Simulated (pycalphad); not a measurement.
An equivalent pycalphad script:

```python
from pycalphad import Database, equilibrium, calculate, variables as v
import numpy as np
db = Database('COST507.tdb')
comps = ['TI', 'C', 'VA']
phases = ['BCC_A2', 'FCC_A1', 'GRAPHITE', 'HCP_A3', 'LIQUID']
eq = equilibrium(db, comps, phases, {v.X('C'): 0.4155, v.T: np.arange(3300, 499, -50), v.P: 101325, v.N: 1}, output=['HM', 'SM'])
```

CALPHAD calculation (pycalphad, COST 507 light-alloy database (1999)), 1 atm. The database dates from 1999; later assessments differ in places, in temperatures and in the compounds included. Phase fractions are per mole of atoms. Kinetics are ignored, which matters at the lower temperatures.

Results at three of the temperatures:

```
T = 3000.00 K, P = 101325 Pa, N = 1 mol of atoms
G = -247744 J/mol, H = -14206 J/mol, S = 77.85 J/(mol K)  (SER reference)
chemical potentials (J/mol): Ti -280487, C -201683
phase             fraction      x(Ti)       x(C)
FCC_A1              1.0000     0.5845     0.4155
```

```
T = 1150.00 K, P = 101325 Pa, N = 1 mol of atoms
G = -127957 J/mol, H = -72702 J/mol, S = 48.05 J/(mol K)  (SER reference)
chemical potentials (J/mol): Ti -92673, C -177591
phase             fraction      x(Ti)       x(C)
FCC_A1              1.0000     0.5845     0.4155
```

```
T = 900.00 K, P = 101325 Pa, N = 1 mol of atoms
G = -116750 J/mol, H = -79506 J/mol, S = 41.38 J/(mol K)  (SER reference)
chemical potentials (J/mol): Ti -73747, C -177245
phase             fraction      x(Ti)       x(C)
FCC_A1              1.0000     0.5845     0.4155
```

Changes of the phase set, refined by bisection:

```
T (°C)     phases above  phases below
------  ---------------  ------------
3014.0  FCC_A1 + LIQUID        FCC_A1
```

FCC_A1 is fcc. The fcc model also describes the rock-salt carbide or nitride (TiC, TiN, HfC).
